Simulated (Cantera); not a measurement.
A Cantera script and what it prints.

```python
import numpy as np
import cantera as ct

gas_names = """
    H H2 N NH NH2 NH3 N2 N2H2 N2H4 Si SiH SiH2 SiH3 SiH4 SiN Si2 Si2N Si3
""".split()
cond_names = """
    Si(cr) Si(L) Si3N4(a)
""".split()


# ... load() reads the species with a 1 bar reference pressure and builds the phases ...
atoms = {
    'Si': {'Si': 1},
    'NH3': {'N': 1, 'H': 3},
    'H2': {'H': 2},
}
top_T = {'Si3N4(a)': 2400}  # K; cautious upper limits of use, not melting points


# ... equilibrate(T, P, feed) seeds the gas with the atoms and calls Mixture.equilibrate('TP', solver="vcs", rtol=1e-11, max_steps=5000) ...
results = []
feed = {'Si': 1, 'NH3': 20, 'H2': 18}  # mol
T = 1048  # K
P = 13000  # Pa
mix = equilibrate(T, P, feed)
results.append((T, P, feed, dict(zip(mix.species_names, mix.species_moles))))
print(gas.report(threshold=1e-06))
for i in range(1, mix.n_phases):
    print(f"{mix.phase(i).name:16s} {mix.phase_moles(i):12.5e} mol")
```

Output:

```
       temperature   1048 K
          pressure   13000 Pa
           density   0.0093221 kg/m^3
  mean mol. weight   6.2483 kg/kmol
   phase of matter   gas

                          1 kg             1 kmol
                     ---------------   ---------------
          enthalpy        3.5667e+06        2.2286e+07  J
   internal energy        2.1721e+06        1.3572e+07  J
           entropy             31755        1.9842e+05  J/K
    Gibbs function       -2.9713e+07       -1.8566e+08  J
 heat capacity c_p            4930.1             30805  J/K
 heat capacity c_v            3599.4             22491  J/K

                      mass frac. Y      mole frac. X     chem. pot. / RT
                     ---------------   ---------------   ---------------
                H2           0.27012            0.8372           -19.841
               NH3        4.7023e-05        1.7252e-05           -44.182
                N2           0.72983           0.16278            -28.84
     [  +15 minor]        3.1651e-09        1.9606e-08

Si(cr)            0.00000e+00 mol
Si3N4(a)          3.33333e-01 mol
```

These are equilibrium values from Cantera (NASA tables, ideal gas, pure condensed phases), not measurements of a reactor.
